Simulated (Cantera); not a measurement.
What does this Cantera script print?

```python
import numpy as np
import cantera as ct

gas_names = [...]  # 123 gases of nasa_gas.yaml made of C, H, O, Si
cond_names = """
    C(gr) C6H6(L) C7H8(L) C8H18(L),n-octa H2O(s) H2O(L) Si(cr) Si(L) SiC(b) SiO2(Lqz) SiO2(hqz) SiO2(L)
""".split()


# ... load() reads the species with a 1 bar reference pressure and builds the phases ...
atoms = {
    'SiO2': {'Si': 1, 'O': 2},
    'CH4': {'C': 1, 'H': 4},
    'H2': {'H': 2},
    'C': {'C': 1},
}
top_T = {'C(gr)': 4500, 'SiC(b)': 3050}  # K; cautious upper limits of use, not melting points


# ... equilibrate(T, P, feed) seeds the gas with the atoms and calls Mixture.equilibrate('TP', solver="vcs", rtol=1e-11, max_steps=5000) ...
results = []
feed = {'SiO2': 1, 'CH4': 1.1, 'H2': 0.62, 'C': 1}  # mol
T = 2075  # K
P = 100000  # Pa
mix = equilibrate(T, P, feed)
results.append((T, P, feed, dict(zip(mix.species_names, mix.species_moles))))
x = sorted(zip(gas.X, gas.species_names), reverse=True)
print(f"T = {T:g} K  P = {P:g} Pa  gas = {mix.phase_moles(0):.4g} mol")
print("   x: " + "  ".join(f"{s} {v:.3e}" for v, s in x if v > 1e-06))
print("   condensed (mol): " + ("  ".join(f"{mix.phase(i).name} {mix.phase_moles(i):.4g}"
      for i in range(1, mix.n_phases) if mix.phase_moles(i) > 1e-12) or "none"))
```

Result:

```
T = 2075 K  P = 100000 Pa  gas = 4.825 mol
   x: H2 5.833e-01  CO 3.212e-01  SiO 9.322e-02  H 2.034e-03  H2O 8.459e-05  Si 3.747e-05  SiH2 3.435e-05  C2H2,acetylene 2.745e-05  CH4 2.322e-05  SiH 1.638e-05  CO2 9.599e-06  CH3 1.585e-06  Si2C 1.392e-06
   condensed (mol): SiC(b) 0.5498
```

These are equilibrium values from Cantera (NASA tables, ideal gas, pure condensed phases), not measurements of a reactor. Gases not in the tables: Si2H6 and higher silanes.
